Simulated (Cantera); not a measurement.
## Stirred combustor or abatement burner

A perfectly stirred reactor is fed with 19.9 % H₂, 16.8 % O₂, 63.3 % N₂, at 4.93 atm; it is adiabatic with a 700 K inlet, and is followed from long to short residence time, starting on the burning branch (τ in s: 0.44, 0.16, 0.057, 0.02, 0.0073, 0.0026, 0.00094, 0.00034, 0.00012, 4.3e-05, 1.6e-05).

Detailed kinetics in Cantera: the H2/O2 subset of GRI-Mech 3.0, which has no nitrogen chemistry. The hydrogen kinetics of GRI-Mech 3.0 are dated; newer H2 mechanisms differ, most at raised pressure.

```
τ (s)    T (K)      x H₂    x O₂   x H₂O₂    x HO₂       x H  x H₂O       x O
-------  -----  --------  ------  -------  -------  --------  -----  --------
0.44      2148  0.000294  0.0757  3.94e-7  5.08e-6   3.23e-5  0.218  0.000239
0.16      2148  0.000299  0.0757  3.95e-7  5.10e-6   3.29e-5  0.218  0.000242
0.057     2147  0.000312  0.0757  3.97e-7  5.16e-6   3.45e-5  0.218  0.000248
0.020     2146  0.000348  0.0756  4.04e-7  5.32e-6   3.90e-5  0.218  0.000266
0.0073    2144  0.000438  0.0756  4.23e-7  5.73e-6   5.15e-5  0.218  0.000312
0.0026    2140  0.000660  0.0755  4.72e-7  6.87e-6   8.80e-5  0.217  0.000433
0.00094   2130   0.00114  0.0753  5.79e-7  9.66e-6  0.000190  0.216  0.000708
0.00034   2111   0.00210  0.0750  7.73e-7  1.58e-5  0.000471  0.214   0.00128
0.00012   2076   0.00397  0.0749  1.08e-6  2.85e-5   0.00123  0.210   0.00239
4.3e-5    2018   0.00722  0.0752  1.55e-6  5.18e-5   0.00306  0.204   0.00427
1.6e-5    1927    0.0124  0.0765  2.28e-6  8.94e-5   0.00677  0.195   0.00687
```
x: mole fraction; the columns are a selection and need not sum to one.
